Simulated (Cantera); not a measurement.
Charge: 1 mol N₂O, 0.069 mol SO₂, 5.2 mol H₂, a varied amount of O₂, at 1700 K and 6.60 bar.

Cantera equilibrium calculation (NASA polynomials, part measured and part estimated; ideal gas, pure solids and liquids). Candidate condensed phases: H₂O, H₂SO₄, S; 35 gas species. Equilibrium is a limit: real reactors are often held back by kinetics, nucleation or transport.

### Question
At 1.1 mol O₂, list the 7 most abundant gas species with their mole fractions, and the condensed phases.

### Answer
H₂O 0.538, H₂ 0.290, N₂ 0.161, H₂S 0.0107, SH 0.000163, SO₂ 9.99e-5, S₂ 8.62e-5. Condensed: gas only.
